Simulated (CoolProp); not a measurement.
Properties of R113 along the isotherm 500 K.

The numbers come from the reference Helmholtz-energy equation of state, Marx 1992 in CoolProp.

| p (MPa) | phase | density (kg/m³) | Joule-Thomson coefficient (K/MPa) |
|---|---|---|---|
| 0.00536 | gas | 0.2417 | 8.323 |
| 0.00954 | gas | 0.4304 | 8.327 |
| 0.017 | gas | 0.7674 | 8.335 |
| 0.0302 | gas | 1.365 | 8.349 |
| 0.0536 | gas | 2.428 | 8.373 |
| 0.0954 | gas | 4.338 | 8.417 |
| 0.17 | gas | 7.784 | 8.498 |
| 0.302 | gas | 14.00 | 8.645 |
| 0.536 | gas | 25.44 | 8.925 |
| 0.954 | gas | 47.38 | 9.490 |
| 1.7 | gas | 92.89 | 10.79 |
